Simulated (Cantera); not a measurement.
Reactions in the system F-S-Si

Source: NASA polynomial tables (part measured, part estimated), evaluated in Cantera. Values are per mole of reaction as written; species without (g) are pure solids or liquids, kept so even where they would boil at 1 bar.

2 SF6(g) + 3 Si ⇌ 3 SiF4(g) + 2 S

```tsv
T (K)	ΔH° (kJ)	ΔS° (J/K)	ΔG° (kJ)	log10 K
698	-2394.9	294.5	-2600.4	194.60
723	-2395.0	294.3	-2607.8	188.40
748	-2395.2	294.1	-2615.1	182.62
773	-2395.4	293.8	-2622.5	177.21
798	-2395.5	293.6	-2629.8	172.14
823	-2395.7	293.4	-2637.2	167.37
848	-2395.8	293.3	-2644.5	162.89
873	-2395.9	293.2	-2651.8	158.67
```
